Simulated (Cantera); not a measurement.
Feed: 1 mol Cr, 21 mol H2O, 150 mol H2.

Method: chemical equilibrium by Gibbs-energy minimisation in Cantera with the NASA 1993 tables (ideal gas, pure condensed phases). Candidate condensed phases: Cr, Cr2O3, H2O; 13 gas species. Equilibrium is a limit: real reactors are often held back by kinetics, nucleation or transport.

Stable condensed phases, one row left out:

```
T in K \ P in Pa
            0.10    0.60     3.6      22     130     770    4600   28000  170000 1000000
   2048        A       A       A       A       A       A       B       B       B       B
   2023        A       A       A       A       A       A       B       B       B       B
   1998        A       A       A       A       A       B       B       B       B       B
   1973        A       A       A       A       A       B       B       B       B       B
   1948        A       A       A       A       A       B       B       B       B       B
   1898        A       A       A       A       B       B       B       B       B       B
   1873        A       A       A       A       B       B       B       B       B       B
   1848        A       A       A       A       B       B       B       B       B       B
   1823        A       A       A       A       B       B       B       B       B       B
   1798        A       A       A       B       B       B       B       B       B       B
   1773        A       A       A       B       B       B       B       B       B       B
   1748        A       A       A       B       B       B       B       B       B       B
   1723        A       A       B       B       B       B       B       B       B       B
```

A: gas only; B: Cr2O3.

### Question
Give the row for 1923 K.

### Answer
0.10: gas only; 0.60: gas only; 3.6: gas only; 22: gas only; 130: gas only; 770: Cr2O3; 4600: Cr2O3; 28000: Cr2O3; 170000: Cr2O3; 1000000: Cr2O3.
